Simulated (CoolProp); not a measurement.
Model: reference Helmholtz-energy equation of state, McLinden 2015, in CoolProp.

Question: For the fluoroketone C6F12O (FK-5-1-12), give the phase and the density (kg/m³), cp (kJ/(kg K)), speed of sound (m/s), fugacity coefficient at 473.7 K and 0.223 MPa; 473.7 K and 2.04 MPa; 473.7 K and 4.95 MPa.

Answer: 
- 473.7 K and 0.223 MPa: gas; density 18.5, cp 1.04, speed of sound 110, fugacity coefficient 0.968
- 473.7 K and 2.04 MPa: supercritical; density 257, cp 1.27, speed of sound 73.8, fugacity coefficient 0.725
- 473.7 K and 4.95 MPa: supercritical; density 931, cp 1.37, speed of sound 132, fugacity coefficient 0.445
